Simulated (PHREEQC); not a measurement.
A made-up water analysis in mg/kgw, 55 °C, pH 6.33:

| constituent | mg/kgw |
|---|---|
| Na | 4950 |
| K | 6.77 |
| Ca | 1210 |
| Mg | 287 |
| Cl | 10700 |
| S(6) as SO4 | 330 |
| Alkalinity as HCO3 | 0.00861 |

Valence states are taken as typed.

Model: Pitzer model, pitzer.dat, run in PHREEQC.

This is a speciation only: nothing precipitates in the calculation.

**Question.** Predict the activity of water, density.

**Answer.** activity of water 0.991; density 0.998 g/cm³.

**Question.** In which forms is C present?

**Answer.** HCO3- 62 %, CO2 37 % of the C.

Complexes and solids missing from the database can't appear. At this temperature some constants are extrapolated from 25 °C, and those without enthalpy data are left unchanged.
